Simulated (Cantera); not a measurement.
**Stirred combustor or abatement burner**

A perfectly stirred reactor is fed with 7.88 % CH4, 0.300 % C2H6, 0.292 % C3H8, 19.2 % O2, 72.3 % N2, equivalence ratio 0.95, at 7500 Torr; it is adiabatic with a 475 K inlet, and is followed from long to short residence time, starting on the burning branch (τ in s: 0.062, 0.028, 0.013, 0.006, 0.0028, 0.0013, 0.00059, 0.00027, 0.00012, 5.7e-05, 2.6e-05, 1.2e-05).

Computed with Cantera and GRI-Mech 3.0 (53 species, 325 reactions).

| τ (s) | T (K) | x CH4 | x C2H6 | x C3H8 | x NO2 | x HCO | x C2H | x N2O |
|---|---|---|---|---|---|---|---|---|
| 0.062 | 2333 | 7.89e-7 | 3.03e-9 | 3.59e-9 | 1.90e-6 | 5.07e-9 | 3.02e-10 | 6.04e-7 |
| 0.028 | 2333 | 1.70e-6 | 6.64e-9 | 7.85e-9 | 1.52e-6 | 1.00e-8 | 6.55e-10 | 6.20e-7 |
| 0.013 | 2332 | 3.51e-6 | 1.41e-8 | 1.66e-8 | 1.13e-6 | 2.05e-8 | 1.37e-9 | 6.38e-7 |
| 0.0060 | 2328 | 7.15e-6 | 3.03e-8 | 3.52e-8 | 8.08e-7 | 4.34e-8 | 2.82e-9 | 6.64e-7 |
| 0.0028 | 2320 | 1.39e-5 | 6.39e-8 | 7.28e-8 | 5.95e-7 | 9.19e-8 | 5.58e-9 | 7.04e-7 |
| 0.0013 | 2306 | 2.62e-5 | 1.35e-7 | 1.48e-7 | 4.68e-7 | 1.97e-7 | 1.06e-8 | 7.59e-7 |
| 0.00059 | 2284 | 4.85e-5 | 2.87e-7 | 3.01e-7 | 3.88e-7 | 4.31e-7 | 1.95e-8 | 8.18e-7 |
| 0.00027 | 2252 | 8.80e-5 | 5.98e-7 | 5.91e-7 | 3.26e-7 | 9.36e-7 | 3.34e-8 | 8.55e-7 |
| 0.00012 | 2209 | 0.000166 | 1.28e-6 | 1.18e-6 | 2.61e-7 | 2.10e-6 | 5.48e-8 | 8.52e-7 |
| 5.7e-5 | 2156 | 0.000314 | 2.64e-6 | 2.27e-6 | 1.99e-7 | 4.40e-6 | 8.32e-8 | 8.09e-7 |
| 2.6e-5 | 2076 | 0.000722 | 6.53e-6 | 5.12e-6 | 1.29e-7 | 9.65e-6 | 1.31e-7 | 7.14e-7 |
| 1.2e-5 | 475 | 0.0788 | 0.00300 | 0.00292 | <1e-12 | <1e-12 | <1e-12 | <1e-12 |
x: mole fraction; the columns are a selection and need not sum to one.
